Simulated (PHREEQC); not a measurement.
Solution (80 °C): 0.1 mol H2SO4, 0.004 mol LiCl and 5e-05 mol Na2SO4 per kg of water. Closed to the air; pH follows from the charge balance.

The numbers come from PHREEQC with the ion-association model, wateq4f.dat.

Q: The ionic strength comes out as 0.117 mol/kgw. What activity coefficients do H+, Li+, SO4-2, Cl-, HSO4- get?

A: H+ 0.80, Li+ 0.77, SO4-2 0.32, Cl- 0.73, HSO4- 0.74.

Precipitation was switched off in this run. At this temperature some constants are extrapolated from 25 °C, and those without enthalpy data are left unchanged.
